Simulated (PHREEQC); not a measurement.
Solution (5 °C): 0.0037 mol/kgw CuSO4 and 0.0001 mol/kgw H2SO4. Closed to the air; pH follows from the charge balance.

The numbers come from PHREEQC with the ion-association model, phreeqc.dat.

This is a speciation only: nothing precipitates in the calculation.

Q: Order these S species by the share of S that they hold, largest first: SO4-2, CuSO4, HSO4-.

A: SO4-2 (81 %), CuSO4 (18 %), HSO4- (0.62 %)

The pH is 3.79 and the ionic strength 0.0123 mol/kgw. At this temperature some constants are extrapolated from 25 °C, and those without enthalpy data are left unchanged.
